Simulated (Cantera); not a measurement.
Input: 1 mol SiF₄, 0.15 mol C₃H₈, a varied amount of H₂, equilibrated at 1275 °C and 1400 Pa.

These are equilibrium values from Cantera (NASA tables, ideal gas, pure condensed phases), not measurements of a reactor. Candidate condensed phases: C, C₆H₆, C₇H₈, C₈H₁₈, Si, SiC; 113 gas species. The tables' values for SiF₃, SiF₂ are old estimates; treat these amounts as uncertain. Equilibrium is a limit: real reactors are often held back by kinetics, nucleation or transport.

log p: log10 of the partial pressure in bar; n: condensed amount in mol.

```json
[
 {"n(H₂) (mol)": "55", "log p H₂": "-1.87", "log p HF": "-3.67", "log p SiF₄": "-3.83", "log p SiF₃": "-4.32", "n C(graphite)": "0.303", "n SiC(s)": "…"},
 {"n(H₂) (mol)": "73", "log p H₂": "-1.86", "log p HF": "-3.71", "log p SiF₄": "-3.99", "log p SiF₃": "-4.43", "n C(graphite)": "0.259", "n SiC(s)": "…"},
 {"n(H₂) (mol)": "91", "log p H₂": "-1.86", "log p HF": "-3.74", "log p SiF₄": "-4.11", "log p SiF₃": "-4.53", "n C(graphite)": "0.218", "n SiC(s)": "…"},
 {"n(H₂) (mol)": "110", "log p H₂": "-1.86", "log p HF": "-3.77", "log p SiF₄": "-4.23", "log p SiF₃": "-4.61", "n C(graphite)": "0.178", "n SiC(s)": "…"},
 {"n(H₂) (mol)": "130", "log p H₂": "-1.86", "log p HF": "-3.79", "log p SiF₄": "-4.34", "log p SiF₃": "-4.69", "n C(graphite)": "0.139", "n SiC(s)": "0.303"},
 {"n(H₂) (mol)": "140", "log p H₂": "-1.86", "log p HF": "-3.81", "log p SiF₄": "-4.38", "log p SiF₃": "-4.73", "n C(graphite)": "0.121", "n SiC(s)": "0.321"},
 {"n(H₂) (mol)": "160", "log p H₂": "-1.86", "log p HF": "-3.83", "log p SiF₄": "-4.47", "log p SiF₃": "-4.80", "n C(graphite)": "0.0855", "n SiC(s)": "…"},
 {"n(H₂) (mol)": "180", "log p H₂": "-1.86", "log p HF": "-3.85", "log p SiF₄": "-4.56", "log p SiF₃": "-4.86", "n C(graphite)": "0.0524", "n SiC(s)": "0.387"},
 {"n(H₂) (mol)": "200", "log p H₂": "-1.86", "log p HF": "-3.87", "log p SiF₄": "-4.63", "log p SiF₃": "-4.92", "n C(graphite)": "0.0213", "n SiC(s)": "0.417"},
 {"n(H₂) (mol)": "220", "log p H₂": "-1.86", "log p HF": "-3.89", "log p SiF₄": "-4.70", "log p SiF₃": "-4.96", "n C(graphite)": "0", "n SiC(s)": "0.438"},
 {"n(H₂) (mol)": "230", "log p H₂": "-1.86", "log p HF": "-3.91", "log p SiF₄": "-4.73", "log p SiF₃": "-4.98", "n C(graphite)": "0", "n SiC(s)": "0.439"},
 {"n(H₂) (mol)": "250", "log p H₂": "-1.86", "log p HF": "-3.94", "log p SiF₄": "-4.78", "log p SiF₃": "-5.00", "n C(graphite)": "0", "n SiC(s)": "0.440"}
]
```

Task: What belongs in the gaps?

Result: 
- 55, n SiC(s): 0.144
- 73, n SiC(s): 0.187
- 91, n SiC(s): 0.227
- 110, n SiC(s): 0.265
- 160, n SiC(s): 0.355
